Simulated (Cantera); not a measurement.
A freely propagating, adiabatic, planar premixed flame of H2 : O2 : N2 = 1 : 0.385 : 1.65 (molar parts), equivalence ratio 1.3, unburnt at 500 K and 100000 Pa; mixture-averaged transport, grid criteria slope 0.08 and curve 0.16, no radiation.

Model: the H2/O2 subset of GRI-Mech 3.0, which has no nitrogen chemistry, integrated in Cantera. Burning velocities carry a grid error of a few per cent, more on coarse grids.

### Question
Predict: laminar burning velocity; thermal thickness; peak x(OH); peak x(H); peak x(H2O2); peak x(O).

### Answer
| Property | Result |
|---|---|
| laminar burning velocity | 563 cm/s |
| thermal thickness | 0.439 mm |
| peak x(OH) | 0.0115 |
| peak x(H) | 0.0680 |
| peak x(H2O2) | 3.01e-5 |
| peak x(O) | 0.00766 |
